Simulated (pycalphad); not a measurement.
Source of the numbers: pycalphad with the COST 507 light-alloy database (1999); pressure 1 atm. The database dates from 1999; later assessments differ in places, in temperatures and in the compounds included. Diffusion is slow at the low end, where real alloys seldom reach equilibrium.

Molar enthalpy of Al-12.71Mn-0.17Si (at.%) in equilibrium (SER reference):

```json
[
 {"T (K)": "1850", "H (kJ/mol)": "52.48", "phases": "liquid"},
 {"T (K)": "1775", "H (kJ/mol)": "49.95", "phases": "liquid"},
 {"T (K)": "1700", "H (kJ/mol)": "47.41", "phases": "liquid"},
 {"T (K)": "1625", "H (kJ/mol)": "44.88", "phases": "liquid"},
 {"T (K)": "1550", "H (kJ/mol)": "42.34", "phases": "liquid"},
 {"T (K)": "1475", "H (kJ/mol)": "39.81", "phases": "liquid"},
 {"T (K)": "1400", "H (kJ/mol)": "37.29", "phases": "liquid"},
 {"T (K)": "1325", "H (kJ/mol)": "34.79", "phases": "liquid"},
 {"T (K)": "1250", "H (kJ/mol)": "32.30", "phases": "liquid"},
 {"T (K)": "1175", "H (kJ/mol)": "25.88", "phases": "liquid + AL4MN"},
 {"T (K)": "1100", "H (kJ/mol)": "17.99", "phases": "liquid + AL4MN"},
 {"T (K)": "1025", "H (kJ/mol)": "13.96", "phases": "AL4MN + liquid"},
 {"T (K)": "950", "H (kJ/mol)": "4.79", "phases": "AL6MN + liquid + ALMNSI_BETA"},
 {"T (K)": "875", "H (kJ/mol)": "0.60", "phases": "AL6MN + fcc + ALMNSI_ALPHA"},
 {"T (K)": "800", "H (kJ/mol)": "-1.87", "phases": "AL6MN + AL12MN + ALMNSI_ALPHA"},
 {"T (K)": "725", "H (kJ/mol)": "-4.19", "phases": "AL6MN + AL12MN + ALMNSI_ALPHA"},
 {"T (K)": "650", "H (kJ/mol)": "-6.43", "phases": "AL6MN + AL12MN + ALMNSI_ALPHA"},
 {"T (K)": "575", "H (kJ/mol)": "-8.59", "phases": "AL6MN + AL12MN + ALMNSI_ALPHA"},
 {"T (K)": "500", "H (kJ/mol)": "-10.68", "phases": "AL6MN + AL12MN + ALMNSI_ALPHA"}
]
```

Cooling from 1250 K to 875 K, across the freezing range, releases 31.7 kJ/mol, or 1040 J/g. The slope is 33 J/(mol K) in the liquid and 33 J/(mol K) just below the solidus, where it includes any heat of precipitation. Liquidus 1191 K, solidus 927 K. Changes were sought between steps of 75 K, so a narrower field can be missed.

Database names, with the compositions (at.%) that they take in these runs: AL4MN: Al 80 Mn 20; AL6MN: Al 86 Mn 14; ALMNSI_BETA: Al 72 Mn 23 Si 5; ALMNSI_ALPHA: Al 76-78 Mn 17 Si 4-7; AL12MN: Al 92 Mn 8.
